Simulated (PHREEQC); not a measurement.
Synthetic water in mg/L, 20 °C, pH 5.9, pe 11:

| constituent | mg/L |
|---|---|
| Na | 0.0225 |
| K | 0.00403 |
| Ca | 0.00559 |
| Mg | 0.000469 |
| Cl | 0.0185 |
| S(6) as SO4 | 0.0183 |
| Alkalinity as HCO3 | 0.0282 |
| Sr | 6.41e-05 |
| Cd | 2.06e-05 |
| Br | 1.87e-05 |
| B | 0.000253 |
| Zn | 4.6e-05 |
| N(5) as NO3 | 0.00136 |

Valence states are taken as typed.

All values are PHREEQC results (ion-association model, wateq4f.dat), not measurements.

Precipitation was switched off in this run.

**Question.** Estimate the ionic strength, charge-balance error.

**Answer.** ionic strength 3.01e-6 mol/kgw; charge-balance error 0.3 %.

**Question.** In which forms is C present?

**Answer.** CO2 75 %, HCO3- 25 % of the C.
